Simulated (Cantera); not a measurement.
Feed: 1 mol FeS₂, 500 mol H₂, at 1675 K and 1.00 Torr.

Equilibrium computed with Cantera from the NASA thermochemical tables; the gas is ideal and each condensed phase is pure. Candidate condensed phases: Fe, FeS, FeS₂, S; 8 gas species. Equilibrium is a limit: real reactors are often held back by kinetics, nucleation or transport.

Problem. What is the equilibrium state?

Solution. 
```json
{
  "x(H₂)": "0.992",
  "x(H)": "0.00317",
  "x(Fe)": "0.00199",
  "x(H₂S)": "0.00162",
  "x(SH)": "0.000791",
  "x(S₂)": "0.000694",
  "x(S)": "0.000181",
  "gas_amount": "502.4 mol",
  "log10 activity of Fe(δ) (absent)": "-0.19",
  "log10 activity of S(l) (absent)": "-4.39"
}
```
